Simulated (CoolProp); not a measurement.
Vapour pressure (kPa) of tetrahydrofuran: the reference equation beside estimates from Tc = 540.2 K, pc = 5304 kPa, ω = 0.234. Clausius-Clapeyron is anchored at 304.4 K with a constant enthalpy of vaporisation of 31.82 kJ/mol.

Model: reference Helmholtz-energy equation of state, Fiedler 2023, in CoolProp.

```tsv
T (K)	reference	Lee-Kesler	Clausius-Clapeyron	van der Waals	Redlich-Kwong	Soave-Redlich-Kwong	Peng-Robinson
256.8	2.475	2.297	2.749	103.9	5.782	2.363	2.596
280.6	9.453	8.872	9.732	190.0	20.02	9.067	9.635
304.4	28.27	26.98	28.27	317.6	54.42	27.35	28.37
328.2	70.25	68.21	70.36	495.1	123.7	68.66	69.97
352	151.3	149.3	154.8	730.3	245.7	149.5	150.4
375.7	290.9	290.6	307.4	1029	439.1	290.4	289.7
399.5	513.7	517.7	564.0	1399	725.4	517.8	513.5
423.3	845.7	857.0	966.5	1846	1124	859.9	849.8
447.1	1316	1337	1564	2375	1653	1348	1330
```

Absolute difference from the reference over all 9 rows, mean and median: Lee-Kesler 2.9 and 1.6 %, Clausius-Clapeyron 7.2 and 5.7 %, van der Waals 960.4 and 382.7 %, Redlich-Kwong 69.7 and 62.4 %, Soave-Redlich-Kwong 2.3 and 2.3 %, Peng-Robinson 1.1 and 0.5 %.
